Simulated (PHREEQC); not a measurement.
A solution holds 29 mmol/kgw CuCl2, at 64 °C. Closed to the air; pH follows from the charge balance.

Computed with PHREEQC (ion-association model, wateq4f.dat).

| quantity | before | after |
|---|---|---|
| pH | 4.10 | 4.46 |
| ionic strength (mol/kgw) | 0.0731 | 0.0164 |
| Cl- (mol/kgw) | 0.0510 | 0.0111 |
| Cu+2 (mol/kgw) | 0.0221 | 0.00525 |
| CuCl+ (mol/kgw) | 0.00670 | 0.000505 |
| CuCl2 (mol/kgw) | 0.000157 | 3.29e-6 |
| SI of Tenorite (CuO) | -0.16 | +0.09 |
| SI of Atacamite (Cu2(OH)3Cl) | +1.06 | +0.60 |

What was changed between the two runs?
A. diluted 2-fold with water
B. diluted 5-fold with water
C. temperature from 64 to 70 °C
D. CuCl2 from 0.029 to 0.058 mol/kgw

B, diluted 5-fold with water

Precipitation was switched off in this run. Some of these states are supersaturated (in Atacamite, Tenorite (slow to form), for instance). Constants without temperature data keep their 25 °C values here.
